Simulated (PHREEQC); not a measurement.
A solution holds 1.9 mmol/kgw Cu(NO3)2 and 0.39 mmol/kgw H3BO3, at 20 °C. Closed to the air; pH follows from the charge balance.

Computed with PHREEQC (ion-association model, wateq4f.dat).

No solid was allowed to form.

**Question.** What pH does the model give?

**Answer.** pH 5.18.

Species that the database lacks are ignored.
